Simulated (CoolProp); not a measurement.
A single-stage vapour-compression cycle with cyclopentane: evaporating at 308.15 K (dew point), condensing at 361.15 K (bubble point), superheat 0 K, subcooling 5 K, compressor efficiency 0.65, no pressure losses. Each further row changes one setting.

Computed with CoolProp (reference Helmholtz-energy equation of state, Gedanitz 2015).

```json
[
 {"case": "as stated", "cooling COP": "3.26", "pressure ratio": "5.02", "discharge temperature (K)": "378.9", "refrigerating effect (kJ/kg)": "304", "volumetric capacity (kJ/m³)": "528"},
 {"case": "evaporating temperature 313.15 K", "cooling COP": "3.72", "pressure ratio": "4.20", "discharge temperature (K)": "376.3", "refrigerating effect (kJ/kg)": "310", "volumetric capacity (kJ/m³)": "?"},
 {"case": "condensing temperature 356.15 K", "cooling COP": "3.67", "pressure ratio": "4.41", "discharge temperature (K)": "373.4", "refrigerating effect (kJ/kg)": "315", "volumetric capacity (kJ/m³)": "546"},
 {"case": "subcooling 10 K", "cooling COP": "?", "pressure ratio": "5.02", "discharge temperature (K)": "378.9", "refrigerating effect (kJ/kg)": "315", "volumetric capacity (kJ/m³)": "546"},
 {"case": "superheat 10 K", "cooling COP": "3.28", "pressure ratio": "5.02", "discharge temperature (K)": "388.5", "refrigerating effect (kJ/kg)": "?", "volumetric capacity (kJ/m³)": "?"},
 {"case": "compressor efficiency 0.55", "cooling COP": "?", "pressure ratio": "5.02", "discharge temperature (K)": "389.0", "refrigerating effect (kJ/kg)": "304", "volumetric capacity (kJ/m³)": "528"}
]
```

### Question
Complete the blanks.

### Answer

- evaporating temperature 313.15 K, volumetric capacity (kJ/m³): 635
- subcooling 10 K, cooling COP: 3.37
- superheat 10 K, refrigerating effect (kJ/kg): 317
- superheat 10 K, volumetric capacity (kJ/m³): 531
- compressor efficiency 0.55, cooling COP: 2.76
